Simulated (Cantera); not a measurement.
**Thermodynamics of abatement and gas-phase synthesis, feed H₂S + O₂ + H₂**

Feed: 1 mol H₂S, 5 mol O₂, 0.94 mol H₂, held at 1075 °C.

These are equilibrium values from Cantera (NASA tables, ideal gas, pure condensed phases), not measurements of a reactor. Candidate condensed phases: H₂O, H₂SO₄, S; 19 gas species. The ideal-gas law is rough above about 30 bar. The numbers say what is thermodynamically allowed, not how fast it happens.

```json
[
 {"P (Pa)": "10", "x O₂": "0.507", "x H₂O": "0.325", "x SO₂": "0.167", "x SO₃": "0.000106"},
 {"P (Pa)": "120", "x O₂": "0.507", "x H₂O": "0.325", "x SO₂": "0.167", "x SO₃": "0.000367"},
 {"P (Pa)": "1400", "x O₂": "0.507", "x H₂O": "0.325", "x SO₂": "0.166", "x SO₃": "0.00125"},
 {"P (Pa)": "17000", "x O₂": "0.506", "x H₂O": "0.326", "x SO₂": "0.164", "x SO₃": "0.00427"},
 {"P (Pa)": "210000", "x O₂": "0.504", "x H₂O": "0.327", "x SO₂": "0.155", "x SO₃": "0.0141"},
 {"P (Pa)": "2500000", "x O₂": "0.498", "x H₂O": "0.332", "x SO₂": "0.130", "x SO₃": "0.0408"},
 {"P (Pa)": "30000000", "x O₂": "0.486", "x H₂O": "0.338", "x SO₂": "0.0835", "x SO₃": "0.0896"}
]
```
x: gas mole fraction; nothing condenses.

From 0.000100 bar to 300 bar nothing is condensed.
